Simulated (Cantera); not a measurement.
A perfectly stirred reactor is fed with 8.26 % H2, 91.7 % O2, at 1330 Pa; it is held at 1200 K, and followed from long to short residence time.

Model: the H2/O2 subset of GRI-Mech 3.0, which has no nitrogen chemistry, integrated in Cantera. Radical loss at walls, strong at low pressure, is not modelled. The temperature is held fixed by assumption; the heat of reaction is taken as removed at once.

x: mole fraction; the columns are a selection and need not sum to one.

```json
[
 {"τ (s)": "5.0", "x H2": "0.000104", "x O2": "0.912", "x HO2": "1.30e-6", "x H2O2": "…", "x O": "0.00114"},
 {"τ (s)": "0.99", "x H2": "0.000283", "x O2": "0.910", "x HO2": "2.34e-6", "x H2O2": "…", "x O": "0.00327"},
 {"τ (s)": "0.19", "x H2": "0.000759", "x O2": "0.903", "x HO2": "3.61e-6", "x H2O2": "…", "x O": "0.00904"},
 {"τ (s)": "0.038", "x H2": "0.00187", "x O2": "0.890", "x HO2": "4.64e-6", "x H2O2": "…", "x O": "0.0208"},
 {"τ (s)": "0.0075", "x H2": "0.00450", "x O2": "0.874", "x HO2": "5.12e-6", "x H2O2": "…", "x O": "0.0332"},
 {"τ (s)": "0.0015", "x H2": "0.0128", "x O2": "0.872", "x HO2": "5.16e-6", "x H2O2": "2.67e-7", "x O": "0.0323"},
 {"τ (s)": "0.00029", "x H2": "0.0424", "x O2": "0.891", "x HO2": "4.28e-6", "x H2O2": "2.83e-7", "x O": "0.0168"}
]
```

Q: What belongs in the gaps?

A: 
- 5.0, x H2O2: 8.06e-8
- 0.99, x H2O2: 1.16e-7
- 0.19, x H2O2: 1.48e-7
- 0.038, x H2O2: 1.67e-7
- 0.0075, x H2O2: 1.90e-7
